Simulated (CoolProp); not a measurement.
Vapour-liquid equilibrium of m-xylene (1) + n-nonane (2) at 342.6 K; x and y are mole fractions of (1).

Values from CoolProp's multi-fluid Helmholtz-energy mixture model, Zhou 2012 and Lemmon 2006; pair parameters Bell 2016.

```csv
x,"bubble pressure, mixture model (MPa)","bubble pressure, Raoult's law (MPa)","y, mixture model","y, Raoult's law"
0.05,0.006580,0.006348,0.109,0.078
0.2,0.007620,0.006909,0.342,0.287
0.35,0.008398,0.007470,0.498,0.464
0.5,0.008980,0.008031,0.618,0.616
0.65,0.009413,0.008592,0.724,0.749
0.8,0.009717,0.009152,0.831,0.865
0.95,0.009884,0.009713,0.953,0.968
```

The largest gap from Raoult's law is +12.4 % in bubble pressure, at x = 0.35. No azeotrope shows between x = 0.05 and 0.95.

The pair parameters rest on a limited set of measurements; away from them the model extrapolates.
